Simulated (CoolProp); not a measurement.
Vapour-liquid equilibrium of propane (1) + isobutene (2) at 0.035 bar; x and y are mole fractions of (1).

Computed with CoolProp (multi-fluid Helmholtz-energy mixture model, Lemmon 2009 and Lemmon 2005; pair parameters Bell 2016).

```csv
x,"bubble temperature, mixture model (K)","bubble temperature, Raoult's law (K)","y, mixture model","y, Raoult's law"
0.05,197.3,199.6,0.395,0.281
0.125,192.1,195.2,0.630,0.532
0.2,188.9,191.7,0.736,0.678
0.275,186.7,188.9,0.798,0.770
0.35,185.0,186.6,0.840,0.832
0.425,183.5,184.7,0.872,0.875
0.5,182.2,183.0,0.898,0.907
0.575,181.0,181.5,0.920,0.932
0.65,179.9,180.1,0.939,0.950
0.725,178.8,178.9,0.956,0.965
0.8,177.8,177.9,0.971,0.977
0.875,176.8,176.9,0.984,0.987
0.95,175.9,176.0,0.994,0.995
```

The largest gap from Raoult's law is -3.1 K in bubble temperature, at x = 0.125. No azeotrope shows between x = 0.05 and 0.95.

The pair parameters rest on a limited set of measurements; away from them the model extrapolates.
